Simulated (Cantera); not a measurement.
A closed system holds: 1 mol SiCl4, 41 mol H2, held at 2.10 Torr.

Equilibrium computed with Cantera from the NASA thermochemical tables; the gas is ideal and each condensed phase is pure. Candidate condensed phases: Si; 19 gas species. The tables' values for SiCl3 are old estimates; treat these amounts as uncertain. The numbers say what is thermodynamically allowed, not how fast it happens.

x: gas mole fraction; n: condensed amount in mol.

| T (K) | x H2 | x HCl | x SiCl2 | x SiCl4 | x SiHCl3 | x SiCl3 | n Si(s) |
|---|---|---|---|---|---|---|---|
| 1000 | 0.952 | 0.0304 | 0.00166 | 0.0124 | … | 0.000921 | 0.247 |
| 1050 | 0.943 | 0.0417 | 0.00344 | 0.00883 | … | 0.00130 | 0.333 |
| 1100 | 0.934 | 0.0523 | 0.00597 | 0.00519 | … | 0.00149 | 0.400 |
| 1150 | 0.927 | 0.0601 | 0.00858 | 0.00242 | … | 0.00138 | 0.436 |
| 1200 | 0.923 | 0.0641 | 0.0105 | 0.000932 | … | 0.00106 | 0.447 |
| 1250 | 0.921 | 0.0656 | 0.0117 | 0.000333 | … | 0.000739 | 0.442 |
| 1300 | 0.921 | 0.0658 | 0.0125 | 0.000120 | … | 0.000504 | 0.431 |
| 1350 | 0.921 | 0.0655 | 0.0131 | 4.56e-5 | … | 0.000346 | 0.418 |
| 1400 | 0.921 | 0.0651 | 0.0136 | 1.83e-5 | … | 0.000242 | 0.405 |
| 1450 | 0.921 | 0.0645 | 0.0139 | 7.79e-6 | … | 0.000172 | 0.392 |

Q: Some entries are withheld; supply them.

A: 
- 1000, x SiHCl3: 0.00273
- 1050, x SiHCl3: 0.00207
- 1100, x SiHCl3: 0.00137
- 1150, x SiHCl3: 0.000756
- 1200, x SiHCl3: 0.000365
- 1250, x SiHCl3: 0.000167
- 1300, x SiHCl3: 7.68e-5
- 1350, x SiHCl3: 3.67e-5
- 1400, x SiHCl3: 1.84e-5
- 1450, x SiHCl3: 9.59e-6
